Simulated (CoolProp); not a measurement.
Vapour pressure (MPa) of c-C4F8 (RC318): the reference equation beside estimates from Tc = 388.4 K, pc = 2.778 MPa, ω = 0.355. Clausius-Clapeyron is anchored at 290.5 K with a constant enthalpy of vaporisation of 21.52 kJ/mol.

Model: reference Helmholtz-energy equation of state, Platzer 1990, in CoolProp. This equation is an older, rougher fit; its heat capacities, sound speeds and derivatives of the liquid may be far off and weren't checked against measurements.

```
T (K)  reference  Lee-Kesler  Clausius-Clapeyron  van der Waals  Redlich-Kwong  Soave-Redlich-Kwong  Peng-Robinson
-----  ---------  ----------  ------------------  -------------  -------------  -------------------  -------------
276.7     0.1479      0.1480              0.1558         0.6089         0.2814               0.1479         0.1474
280.2     0.1686      0.1688              0.1751         0.6484         0.3118               0.1687         0.1679
283.6     0.1909      0.1911              0.1956         0.6884         0.3436               0.1910         0.1899
287.1     0.2161      0.2164              0.2186         0.7312         0.3786               0.2163         0.2148
290.5     0.2429      0.2433              0.2429         0.7744         0.4150               0.2433         0.2413
294       0.2731      0.2735              0.2701         0.8206         0.4549               0.2737         0.2712
297.4     0.3051      0.3055              0.2987         0.8670         0.4963               0.3060         0.3029
300.9     0.3409      0.3414              0.3305         0.9166         0.5415               0.3422         0.3384
304.4     0.3798      0.3803              0.3648         0.9679         0.5895               0.3815         0.3771
```

Absolute difference from the reference over all 9 rows, mean and median: Lee-Kesler 0.1 and 0.1 %, Clausius-Clapeyron 2.6 and 2.5 %, van der Waals 224.7 and 218.8 %, Redlich-Kwong 71.6 and 70.9 %, Soave-Redlich-Kwong 0.2 and 0.2 %, Peng-Robinson 0.6 and 0.7 %.
